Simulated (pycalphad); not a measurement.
CALPHAD calculation (pycalphad, COST 507 light-alloy database (1999)), 1 atm. The database dates from 1999; later assessments differ in places, in temperatures and in the compounds included. Kinetics are ignored, which matters at the lower temperatures.

Molar enthalpy of Ti-44.03Hf-0.7912B (wt.%) in equilibrium (SER reference):

```
T (°C)  H (kJ/mol)    phases
------  ----------  --------
2577        105.84    liquid
2427         99.07    liquid
2277         92.29    liquid
2127         85.52    liquid
1977         78.75    liquid
1827         72.00    liquid
1677         65.27    liquid
1627         63.03    liquid
1527         42.81  bcc + BM
1477         41.08  bcc + BM
1377         37.70  bcc + BM
1227         32.83  bcc + BM
1077         28.17  bcc + BM
927          23.67  bcc + BM
777          15.46  hcp + BM
627          10.66  hcp + BM
477           6.06  hcp + BM
327           1.67  hcp + BM
```

Cooling from 1627 °C to 1527 °C, across the freezing range, releases 20.2 kJ/mol, or 298 J/g. The slope is 45 J/(mol K) in the liquid and 35 J/(mol K) just below the solidus, where it includes any heat of precipitation. Liquidus 1581 °C, solidus 1550 °C. Changes were sought between steps of 50 K, so a narrower field can be missed.

Database names, with the compositions (at.%) that they take in these runs: BM: Ti 47-50 B 50 Hf 0-3.
